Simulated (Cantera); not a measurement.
Mixture: H2 : O2 : N2 = 1 : 0.333 : 1.25 (molar parts), at 1.00 atm, adiabatic and at constant volume. Ignition delay is the time to a rise of 400 K.

Detailed kinetics in Cantera: the H2/O2 subset of GRI-Mech 3.0, which has no nitrogen chemistry. Where the delays flatten at high temperature, the 400 K rule measures the pace of heat release, not the induction time.

Question: Predict: delay at 1000 K; delay at 1200 K; delay at 1400 K; delay at 1600 K.

Answer: 
- delay at 1000 K = 0.339 ms
- delay at 1200 K = 46.2 µs
- delay at 1400 K = 19.7 µs
- delay at 1600 K = 12.5 µs
